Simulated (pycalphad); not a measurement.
Source of the numbers: pycalphad with the COST 507 light-alloy database (1999); pressure 1 atm. The data set is of 1999 and partly superseded. Amounts are mole fractions of atoms.

Problem. Give the equilibrium state of Si-43.9C (at.%) at 777 °C.

Solution. CSI, fraction 0.878, with 50.0 C at.%; diamond (Si), fraction 0.122, with <0.01 C at.%.

Problem. Give the equilibrium state of Si-43.9C (at.%) at 1902 °C.

Solution. CSI, fraction 0.878, with 50.0 C at.%; liquid, fraction 0.122, with 0.18 C at.%.

Database names, with the compositions (at.%) that they take in these runs: CSI: Si 50 C 50.
